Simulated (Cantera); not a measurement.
Thermodynamics of roasting and sulfation, feed Fe2O3 + H2S + CO2

A closed system holds: 1 mol Fe2O3, a varied amount of H2S, 0.6 mol CO2, held at 923 K and 55.0 mbar.

Method: chemical equilibrium by Gibbs-energy minimisation in Cantera with the NASA 1993 tables (ideal gas, pure condensed phases). Candidate condensed phases: C, C6H6, C7H8, C8H18, Fe, Fe(CO)5, FeO, Fe(OH)2, Fe(OH)3, FeS, FeSO4, FeS2, Fe2O3, Fe2(SO4)3, Fe3O4, H2O, H2SO4, S; 127 gas species. FeS: taken at fixed stoichiometry. Gases not in the tables: S3 to S7. The numbers say what is thermodynamically allowed, not how fast it happens.

| n(H2S) (mol) | x CO2 | x H2O | x SO2 | x S2 | x H2S | x H2 | x CO | n Fe2O3(s) | n Fe3O4(s) | n FeS(s) |
|---|---|---|---|---|---|---|---|---|---|---|
| 0.084 | 0.781 | 0.109 | 0.109 | 5.00e-12 | 2.75e-10 | 1.57e-6 | 5.49e-6 | 0.244 | 0.504 | 0 |
| 0.13 | 0.710 | 0.151 | 0.129 | 0.00574 | 0.00219 | 0.000369 | 0.000846 | 0 | 0.664 | 0.00893 |
| 0.17 | 0.675 | 0.188 | 0.127 | 0.00567 | 0.00272 | 0.000460 | 0.000808 | 0 | 0.652 | 0.0442 |
| 0.21 | 0.643 | 0.222 | 0.125 | 0.00560 | 0.00319 | 0.000544 | 0.000773 | 0 | 0.640 | 0.0794 |
| 0.25 | 0.614 | 0.252 | 0.123 | 0.00554 | 0.00362 | 0.000621 | 0.000741 | 0 | 0.628 | 0.115 |
| 0.3 | 0.581 | 0.286 | 0.121 | 0.00547 | 0.00411 | 0.000709 | 0.000705 | 0 | 0.614 | 0.159 |
| 0.34 | 0.557 | 0.311 | 0.120 | 0.00541 | 0.00446 | 0.000774 | 0.000679 | 0 | 0.602 | 0.194 |
| 0.38 | 0.535 | 0.334 | 0.119 | 0.00537 | 0.00479 | 0.000833 | 0.000654 | 0 | 0.590 | 0.229 |
| 0.42 | 0.515 | 0.355 | 0.118 | 0.00532 | 0.00508 | 0.000889 | 0.000631 | 0 | 0.579 | 0.264 |
x: gas mole fraction; n: condensed amount in mol.

At 0.084 mol H2S the condensed part is Fe2O3(s) + Fe3O4(s). From 0.13 mol H2S to 0.42 mol H2S the condensed part is FeS(s) + Fe3O4(s).
